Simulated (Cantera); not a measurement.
Adiabatic ignition

An adiabatic, constant-pressure homogeneous reactor starts with 7.88 % CH4, 1.18 % CO, 17.6 % O2, 66.1 % N2, 7.25 % H2O, equivalence ratio 0.93, at 1600 K and 10.0 bar.

Computed with Cantera and GRI-Mech 3.0 (53 species, 325 reactions).

```tsv
t (s)	T (K)	x CH4	x CO	x O2	x HCO	x CH2O	x NO
5.00e-6	1600	0.0788	0.0118	0.176	2.83e-10	8.30e-6	<1e-12
1.85e-5	1601	0.0783	0.0118	0.175	1.23e-8	0.000167	1.99e-12
6.86e-5	1650	0.0676	0.0143	0.168	1.06e-6	0.00221	1.27e-10
0.000254	2837	<1e-12	0.0244	0.0222	6.93e-8	1.08e-9	0.00508
0.000941	2828	<1e-12	0.0246	0.0200	6.91e-8	1.11e-9	0.0104
0.00349	2828	<1e-12	0.0246	0.0199	6.91e-8	1.11e-9	0.0107
0.0129	2828	<1e-12	0.0246	0.0199	6.91e-8	1.11e-9	0.0107
0.0478	2828	<1e-12	0.0246	0.0199	6.91e-8	1.11e-9	0.0107
0.177	2828	<1e-12	0.0246	0.0199	6.91e-8	1.11e-9	0.0107
0.656	2828	<1e-12	0.0246	0.0199	6.91e-8	1.11e-9	0.0107
2.43	2828	<1e-12	0.0246	0.0199	6.91e-8	1.11e-9	0.0107
9.00	2828	<1e-12	0.0246	0.0199	6.91e-8	1.11e-9	0.0107
```
x: mole fraction; the columns are a selection and need not sum to one.

```
Property                                                           Value
---------------------------------  -------------------------------------
time of steepest temperature rise                                86.0 µs
temperature at 9.00 s                                             2828 K
equilibrium temperature                                           2828 K
x(CH4) at 9.00 s                   <1e-12 (gas-phase equilibrium <1e-12)
x(CO) at 9.00 s                    0.0246 (gas-phase equilibrium 0.0246)
x(O2) at 9.00 s                    0.0199 (gas-phase equilibrium 0.0199)
```
